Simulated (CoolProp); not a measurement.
Vapour-liquid equilibrium of n-pentane (1) + cyclohexane (2) at 370.3 K; x and y are mole fractions of (1).

Values from CoolProp's multi-fluid Helmholtz-energy mixture model, Thol 2019 and Zhou 2014; pair parameters Bell 2016.

| x | bubble pressure (MPa) | y at the bubble point | dew pressure at overall composition x (MPa) | liquid density (mol/L) |
|---|---|---|---|---|
| 0.05 | 0.1839 | 0.157 | 0.1683 | 8.311 |
| 0.2 | 0.2467 | 0.455 | 0.1911 | 8.199 |
| 0.35 | 0.3059 | 0.630 | 0.2205 | 8.081 |
| 0.5 | 0.3631 | 0.750 | 0.2598 | 7.959 |
| 0.65 | 0.4197 | 0.841 | 0.3142 | 7.830 |
| 0.8 | 0.4769 | 0.916 | 0.3923 | 7.693 |
| 0.95 | 0.5358 | 0.980 | 0.5070 | 7.546 |

No azeotrope shows between x = 0.05 and 0.95.

Pair parameters are fitted to limited data, so mixtures are less certain than the pure fluids.
